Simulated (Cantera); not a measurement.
Thermodynamics of halide evaporation, hydrolysis and transport, feed CsCl + H2

Feed: 1 mol CsCl, a varied amount of H2, equilibrated at 1175 K and 0.0770 bar.

Cantera equilibrium calculation (NASA polynomials, part measured and part estimated; ideal gas, pure solids and liquids). Candidate condensed phases: Cs, CsCl; 9 gas species. The numbers say what is thermodynamically allowed, not how fast it happens.

| n(H2) (mol) | log p H2 | log p CsCl | log p Cs2Cl2 | log p Cs | log p HCl | log p H | n CsCl(l) |
|---|---|---|---|---|---|---|---|
| 0.75 | -1.24 | -1.88 | -2.26 | -5.19 | -5.19 | -7.53 | 0.687 |
| 2.5 | -1.23 | -1.89 | -2.28 | -5.20 | -5.20 | -7.53 | 0 |
| 4.3 | -1.19 | -2.03 | -2.55 | -5.25 | -5.25 | -7.51 | 0 |
| 6.1 | -1.17 | -2.12 | -2.75 | -5.30 | -5.30 | -7.50 | 0 |
| 7.9 | -1.16 | -2.20 | -2.90 | -5.33 | -5.33 | -7.49 | 0 |
| 9.7 | -1.15 | -2.27 | -3.03 | -5.36 | -5.36 | -7.49 | 0 |
| 11 | -1.15 | -2.31 | -3.11 | -5.38 | -5.38 | -7.49 | 0 |
| 13 | -1.14 | -2.36 | -3.22 | -5.41 | -5.41 | -7.48 | 0 |
| 15 | -1.14 | -2.41 | -3.32 | -5.43 | -5.43 | -7.48 | 0 |
log p: log10 of the partial pressure in bar; n: condensed amount in mol.

At 0.75 mol H2 the condensed part is CsCl(l). From 2.5 mol H2 to 15 mol H2 nothing is condensed. The main Cs-bearing gas is CsCl throughout.
